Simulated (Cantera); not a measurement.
Input: 1 mol Si, 3.4 mol SF6, equilibrated at 1100 °C and 0.460 bar.

These are equilibrium values from Cantera (NASA tables, ideal gas, pure condensed phases), not measurements of a reactor. Candidate condensed phases: S, Si; 21 gas species. The tables' values for SF3, SF5 are old estimates; treat these amounts as uncertain. Rates play no part.

Base state: SF4 0.449, SF6 0.318, SiF4 0.227, SF3 0.00330, F 0.00174, SF5 0.000909, SF2 0.000358 (mole fractions); condensed: gas only.

Q: What changes in the equilibrium state with this change: pressure from 0.460 bar to 1.90 mbar?

A: 
```csv
species,before,after
SF4,0.449,0.455
F,0.00174,0.252
SiF4,0.227,0.170
SF6,0.318,0.115
F2,6.46e-7,5.59e-5
SF2,0.000358,0.00102
```

Q: What changes in the equilibrium state with this change: temperature from 1100 °C to 1377 °C?

A: 
```tsv
species	before	after
SF4	0.449	0.449
SF6	0.318	0.211
SiF4	0.227	0.197
F	0.00174	0.133
F2	6.46e-7	0.000324
SF5	0.000909	0.00258
```
